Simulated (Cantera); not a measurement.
Premixed flame

A freely propagating, adiabatic, planar premixed flame of 11.1 % CH3OH, 18.7 % O2, 70.2 % N2, equivalence ratio 0.89, unburnt at 398 K and 2780 Torr; mixture-averaged transport, grid criteria slope 0.08 and curve 0.16, no radiation.

Detailed kinetics in Cantera: GRI-Mech 3.0 (53 species, 325 reactions). GRI-Mech 3.0 was tuned for natural gas; its chemistry of methanol as a main component is partial and can be far from experiment. Burning velocities carry a grid error of a few per cent, more on coarse grids.

| z (mm) | T (K) | u (m/s) | x CH3OH | x O2 | x CO2 | x CH2 | x N2O | x OH |
|---|---|---|---|---|---|---|---|---|
| -0.409 | 398 | 0.372 | 0.111 | 0.187 | 7.82e-7 | <1e-8 | <1e-8 | <1e-8 |
| -0.273 | 401 | 0.375 | 0.110 | 0.186 | 1.15e-5 | <1e-8 | <1e-8 | <1e-8 |
| -0.205 | 412 | 0.387 | 0.110 | 0.185 | 9.63e-5 | <1e-8 | <1e-8 | <1e-8 |
| -0.136 | 490 | 0.464 | 0.105 | 0.178 | 0.00102 | <1e-8 | <1e-8 | <1e-8 |
| -0.0682 | 869 | 0.845 | 0.0778 | 0.144 | 0.00903 | <1e-8 | 6.55e-8 | <1e-8 |
| -0.0341 | 1247 | 1.24 | 0.0426 | 0.109 | 0.0208 | <1e-8 | 1.52e-7 | 1.08e-5 |
| 0 | 1664 | 1.69 | 0.00414 | 0.0676 | 0.0401 | 1.65e-6 | 2.93e-7 | 0.00108 |
| 0.0341 | 1839 | 1.86 | 6.79e-6 | 0.0451 | 0.0614 | 1.63e-7 | 4.46e-7 | 0.00512 |
| 0.0682 | 1930 | 1.94 | <1e-8 | 0.0360 | 0.0753 | <1e-8 | 5.35e-7 | 0.00666 |
| 0.136 | 2033 | 2.03 | <1e-8 | 0.0295 | 0.0873 | <1e-8 | 5.93e-7 | 0.00668 |
| 0.273 | 2121 | 2.11 | <1e-8 | 0.0251 | 0.0944 | <1e-8 | 6.07e-7 | 0.00554 |
| 0.546 | 2178 | 2.15 | <1e-8 | 0.0224 | 0.0988 | <1e-8 | 5.27e-7 | 0.00419 |
| 1.09 | 2204 | 2.18 | <1e-8 | 0.0212 | 0.101 | <1e-8 | 4.06e-7 | 0.00335 |
x: mole fraction of selected species; z is measured from the peak of heat release.

```
Property                      Value
------------------------  ---------
laminar burning velocity  37.1 cm/s
thermal thickness          0.136 mm
peak x(CH2)                 1.85e-6
peak x(OH)                  0.00686
grid points                     131
```
